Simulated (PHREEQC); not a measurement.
Make-up at 25 °C: 0.0071 mol HF, 0.0086 mol NaF and 0.0018 mol H3PO4 per kg of water. Closed to the air; pH follows from the charge balance.

Equilibrium calculation in PHREEQC: ion-association model, wateq4f.dat.

```csv
quantity,before,after
pH,3.13,3.79
ionic strength (mol/kgw),0.00937,0.00875
F- (mol/kgw),0.00751,0.00695
HF (mol/kgw),0.00744,0.00153
H2PO4- (mol/kgw),0.00164,0.00176
HF2- (mol/kgw),0.000215,4.09e-5
```

Q: Name the change that produced these shifts.
A) diluted 2-fold with water
B) diluted 100-fold with water
C) temperature from 25 to 75 °C
D) H3PO4 from 0.0018 to 0.009 mol/kgw
E) HF left out

A: E, HF left out

This is a speciation only: nothing precipitates in the calculation. H3PO4, which wateq4f.dat lacks, is added to it with the constant of phreeqc.dat.
